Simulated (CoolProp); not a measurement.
The fluoroketone C6F12O (FK-5-1-12) at 281.06 K and 6.56 MPa is throttled through a valve to 4.19 MPa with no heat exchange. Each further row changes one setting.

The numbers come from the reference Helmholtz-energy equation of state, McLinden 2015 in CoolProp.

```tsv
case	temperature change (K)	final density (kg/m³)
as stated	+0.7	1670
outlet pressure 1.26 MPa	[?]	[?]
outlet pressure 5.45 MPa	[?]	1670
```

Task: What belongs in the gaps?

Result: 
- outlet pressure 1.26 MPa, temperature change (K): +1.6
- outlet pressure 1.26 MPa, final density (kg/m³): 1650
- outlet pressure 5.45 MPa, temperature change (K): +0.3
